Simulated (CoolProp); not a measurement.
Saturation properties of ethylene (Tc = 282.4 K, pc = 5.042 MPa, ω = 0.087).

Computed with CoolProp (reference Helmholtz-energy equation of state, Smukala 2000).

| T (K) | p (MPa) | liquid density (kg/m³) | vapour density (kg/m³) | enthalpy of vaporisation (kJ/kg) | surface tension (mN/m) |
|---|---|---|---|---|---|
| 197.6 | 0.4123 | 525.1 | 7.727 | 436.9 | 11.7 |
| 202.6 | 0.5060 | 517.0 | ___ | 427.6 | 10.9 |
| 207.6 | ___ | 508.6 | 11.31 | 417.8 | 10.1 |
| 212.6 | 0.7393 | 500.0 | 13.54 | 407.4 | ___ |
| 217.6 | 0.8816 | 491.1 | 16.09 | 396.5 | 8.52 |
| 222.7 | 1.046 | 481.6 | 19.09 | 384.7 | 7.74 |
| 227.7 | ___ | 472.0 | ___ | 372.3 | 6.98 |
| 232.7 | 1.433 | 461.9 | 26.34 | 359.0 | 6.24 |
| 237.7 | 1.660 | ___ | 30.80 | 344.8 | 5.51 |
| 242.8 | 1.918 | 439.7 | ___ | 329.1 | 4.78 |

Task: Some entries are withheld; supply them.

Result: 
- 202.6, vapour density (kg/m³): 9.389
- 207.6, p (MPa): 0.6145
- 212.6, surface tension (mN/m): 9.29
- 227.7, p (MPa): 1.229
- 227.7, vapour density (kg/m³): 22.47
- 237.7, liquid density (kg/m³): 451.2
- 242.8, vapour density (kg/m³): 36.04

It boils at 169.4 K under 1 atm.

Surface tension comes from a separate correlation (Mulero 2012).
